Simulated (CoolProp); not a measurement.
Fluorine along the isotherm -149.05 °C: density (kg/m³) from the reference equation and from simpler models built on Tc = -128.7 °C, pc = 5240 kPa, ω = 0.045; each cubic takes its own stable root.

The numbers come from the reference Helmholtz-energy equation of state, de Reuck 1990 in CoolProp.

```tsv
p (kPa)	phase	reference
8.28	gas	0.3052
14.7	gas	0.5421
26.2	gas	0.9674
46.6	gas	1.724
82.8	gas	3.075
147	gas	5.495
262	gas	9.914
466	gas	18.04
828	gas	33.49
1470	gas	65.35
2620	liquid	1168
```

How far does each simpler model (van der Waals, Redlich-Kwong, Soave-Redlich-Kwong) lie from the reference over these 11 states: mean and median of the absolute difference, and the worst?


- van der Waals: mean 8.8 %, median 0.3 %, worst -88.4 % at -149.05 °C and 2620 kPa
- Redlich-Kwong: mean 0.6 %, median 0.0 %, worst -6.0 % at -149.05 °C and 2620 kPa
- Soave-Redlich-Kwong: mean 0.5 %, median 0.0 %, worst -5.7 % at -149.05 °C and 2620 kPa

At some of these states van der Waals gives the other phase, because its saturation line lies elsewhere.
